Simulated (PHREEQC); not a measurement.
Consider water at 33 °C with 0.002 mol/kgw KHCO3, 0.014 mol/kgw NaHCO3 and 0.16 mol/kgw Cs2SO4. Closed to the air; pH follows from the charge balance.

Computed with PHREEQC (ion-association model, wateq4f.dat).

Each row changes one thing in this solution. Precipitation was switched off in this run.

```tsv
case	pH	HCO3- (mol/kgw)	Na+ (mol/kgw)	NaSO4- (mol/kgw)	K+ (mol/kgw)	KSO4- (mol/kgw)	SI of Nahcolite (NaHCO3)	SI of Mirabilite (Na2SO4:10H2O)
as made	7.93	0.0155	0.0119	0.00205	0.00161	0.000386	-3.57	-4.94
temperature from 33 to 70 °C	7.78	0.0153	0.0117	0.00220	0.00146	0.000539	-3.89	-6.48
KHCO3 replaced by KOH at the same molality	8.97	0.0120	0.0118	0.00203	0.00161	0.000386	-3.69	-4.94
diluted 10-fold with water	8.09	0.00156	0.00135	5.15e-5	0.000189	1.09e-5	-5.37	-7.30
NaHCO3 from 0.014 to 0.0126 mol/kgw	7.93	0.0141	0.0107	0.00185	0.00161	0.000387	-3.66	-5.03
temperature from 33 to 85 °C	7.76	0.0153	0.0116	0.00222	0.00141	0.000594	-4.01	-7.03
KHCO3 replaced by KHSO4 at the same molality	6.88	0.0119	0.0119	0.00207	0.00161	0.000390	-3.68	-4.93
KHCO3 from 0.002 to 0.001 mol/kgw	7.93	0.0145	0.0119	0.00205	0.000807	0.000193	-3.60	-4.93
```

Species that the database lacks are ignored. Away from 25 °C the constants follow the database's enthalpies or fits; those with neither stay at their 25 °C values.
